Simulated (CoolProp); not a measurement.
The numbers come from the reference Helmholtz-energy equation of state, Lemmon 2006 in CoolProp. It is a short technical equation, of lower accuracy than the large ones.

**Question.** For nitrous oxide, give the phase and the density (kg/m³), cp (kJ/(kg K)), isothermal compressibility (1/MPa), fugacity coefficient at 40.85 °C and 6060 kPa; 59.45 °C and 6060 kPa; 65.65 °C and 6060 kPa.

**Answer.** 
- 40.85 °C and 6060 kPa: gas; density 161, cp 2.12, isothermal compressibility 0.311, fugacity coefficient 0.733
- 59.45 °C and 6060 kPa: gas; density 132, cp 1.54, isothermal compressibility 0.241, fugacity coefficient 0.780
- 65.65 °C and 6060 kPa: gas; density 126, cp 1.45, isothermal compressibility 0.231, fugacity coefficient 0.793
